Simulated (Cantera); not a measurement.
Feed: 1 mol MgCO3, 0.013 mol C, 0.024 mol H2O, at 852 °C and 830000 Pa.

Method: chemical equilibrium by Gibbs-energy minimisation in Cantera with the NASA 1993 tables (ideal gas, pure condensed phases). Candidate condensed phases: C, C6H6, C7H8, C8H18, H2O, Mg, MgCO3, MgO, Mg(OH)2; 116 gas species. The numbers say what is thermodynamically allowed, not how fast it happens.

Base state: CO2 0.952, CO 0.0245, H2O 0.0226, H2 0.000530 (mole fractions); condensed: MgO(s).

Q: What changes in the equilibrium state with this change: 0.29 mol H2S added?

A: 
| species | before | after |
|---|---|---|
| CO2 | 0.952 | 0.653 |
| H2S | 0 | 0.133 |
| H2O | 0.0226 | 0.0907 |
| COS | 0 | 0.0333 |
| S2 | 0 | 0.0229 |
| CO | 0.0245 | 0.0591 |
| SO2 | 0 | 0.000423 |
| CS2 | 0 | 0.000404 |
| S2O | 0 | 0.000114 |
| SH | 0 | 2.90e-5 |
| H2 | 0.000530 | 0.00747 |
| MgO(s), mol | 1.00 | 1.00 |
Gases not in the tables: S3 to S7. Further candidate phases: H2SO4, MgS, MgSO4, S.
